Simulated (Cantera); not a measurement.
A freely propagating, adiabatic, planar premixed flame of H2 : O2 : N2 = 1 : 0.25 : 0.94 (molar parts), equivalence ratio 2.0, unburnt at 400 K and 1130 Torr; multicomponent+Soret transport, grid criteria slope 0.08 and curve 0.16, no radiation.

Computed with Cantera and the H2/O2 subset of GRI-Mech 3.0, which has no nitrogen chemistry. Burning velocities carry a grid error of a few per cent, more on coarse grids.

Problem. Predict: laminar burning velocity; thermal thickness; peak x(H2O2); peak x(H); peak x(OH).

Solution. laminar burning velocity: 445 cm/s
thermal thickness: 0.215 mm
peak x(H2O2): 7.06e-5
peak x(H): 0.0686
peak x(OH): 0.00374
